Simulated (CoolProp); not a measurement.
Saturation properties of cyclohexane.

Values from CoolProp's reference Helmholtz-energy equation of state, Zhou 2014.

```json
[
 {"T (°C)": "152.85", "p (MPa)": "0.5853", "vapour density (kg/m³)": "15.97", "enthalpy of vaporisation (kJ/kg)": "300.5", "liquid cp (kJ/(kg K))": "2.524"},
 {"T (°C)": "158.05", "p (MPa)": "0.6477", "vapour density (kg/m³)": "17.65", "enthalpy of vaporisation (kJ/kg)": "295.7", "liquid cp (kJ/(kg K))": "2.558"},
 {"T (°C)": "163.35", "p (MPa)": "0.7162", "vapour density (kg/m³)": "19.51", "enthalpy of vaporisation (kJ/kg)": "290.7", "liquid cp (kJ/(kg K))": "2.592"},
 {"T (°C)": "168.55", "p (MPa)": "0.7885", "vapour density (kg/m³)": "21.49", "enthalpy of vaporisation (kJ/kg)": "285.7", "liquid cp (kJ/(kg K))": "2.628"},
 {"T (°C)": "173.75", "p (MPa)": "0.8660", "vapour density (kg/m³)": "23.64", "enthalpy of vaporisation (kJ/kg)": "280.4", "liquid cp (kJ/(kg K))": "2.664"},
 {"T (°C)": "179.05", "p (MPa)": "0.9506", "vapour density (kg/m³)": "26.01", "enthalpy of vaporisation (kJ/kg)": "274.9", "liquid cp (kJ/(kg K))": "2.703"},
 {"T (°C)": "184.25", "p (MPa)": "1.039", "vapour density (kg/m³)": "28.53", "enthalpy of vaporisation (kJ/kg)": "269.3", "liquid cp (kJ/(kg K))": "2.742"},
 {"T (°C)": "189.55", "p (MPa)": "1.136", "vapour density (kg/m³)": "31.33", "enthalpy of vaporisation (kJ/kg)": "263.4", "liquid cp (kJ/(kg K))": "2.784"},
 {"T (°C)": "194.75", "p (MPa)": "1.237", "vapour density (kg/m³)": "34.31", "enthalpy of vaporisation (kJ/kg)": "257.4", "liquid cp (kJ/(kg K))": "2.827"},
 {"T (°C)": "199.95", "p (MPa)": "1.345", "vapour density (kg/m³)": "37.54", "enthalpy of vaporisation (kJ/kg)": "251.1", "liquid cp (kJ/(kg K))": "2.873"},
 {"T (°C)": "205.25", "p (MPa)": "1.461", "vapour density (kg/m³)": "41.14", "enthalpy of vaporisation (kJ/kg)": "244.4", "liquid cp (kJ/(kg K))": "2.923"},
 {"T (°C)": "210.45", "p (MPa)": "1.582", "vapour density (kg/m³)": "44.99", "enthalpy of vaporisation (kJ/kg)": "237.5", "liquid cp (kJ/(kg K))": "2.975"}
]
```

It boils at 80.7 °C under 1 atm.
